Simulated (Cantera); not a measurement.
Feed: 1 mol (CH₃)₂SiCl₂, 0.023 mol CH₄, 24 mol H₂, held at 0.100 bar.

These are equilibrium values from Cantera (NASA tables, ideal gas, pure condensed phases), not measurements of a reactor. Candidate condensed phases: C, C₆H₆, C₇H₈, C₈H₁₈, Si, SiC; 109 gas species. The feed counts by its element totals alone. Equilibrium is a limit: real reactors are often held back by kinetics, nucleation or transport.

At 1825 K, list the 6 most abundant gas species with their mole fractions, and the condensed phases.

H₂ 0.928, HCl 0.0703, H 0.00134, SiCl₂ 0.000429, C₂H₂ (acetylene) 0.000199, Cl 7.75e-5. Condensed: C(graphite) + SiC(s).
